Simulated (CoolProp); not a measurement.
R134a along the isotherm -6.85 °C: Z from the reference equation and from simpler models built on Tc = 101.1 °C, pc = 4059 kPa, ω = 0.327; each cubic takes its own stable root.

Values from CoolProp's reference Helmholtz-energy equation of state, Tillner-Roth 1994.

```tsv
p (kPa)	phase	reference
64.2	gas	0.9802
94.2	gas	0.9707
138	gas	0.9564
203	gas	0.9342
298	liquid	0.01042
437	liquid	0.01528
642	liquid	0.02244
942	liquid	0.03290
1380	liquid	0.04814
2030	liquid	0.07069
2980	liquid	0.1035
4370	liquid	0.1513
6420	liquid	0.2212
9420	liquid	0.3224
13800	liquid	0.4681
20300	liquid	0.6805
```

Task: How far does each simpler model (van der Waals, Redlich-Kwong, Peng-Robinson) lie from the reference over these 16 states: mean and median of the absolute difference, and the worst?

Result: 
- van der Waals: mean 1214.4 %, median 69.8 %, worst +9011.3 % at -6.85 °C and 298 kPa
- Redlich-Kwong: mean 566.2 %, median 19.2 %, worst +8840.5 % at -6.85 °C and 298 kPa
- Peng-Robinson: mean 1.0 %, median 1.1 %, worst +1.4 % at -6.85 °C and 298 kPa

At some of these states van der Waals, Redlich-Kwong gives the other phase, because its saturation line lies elsewhere.
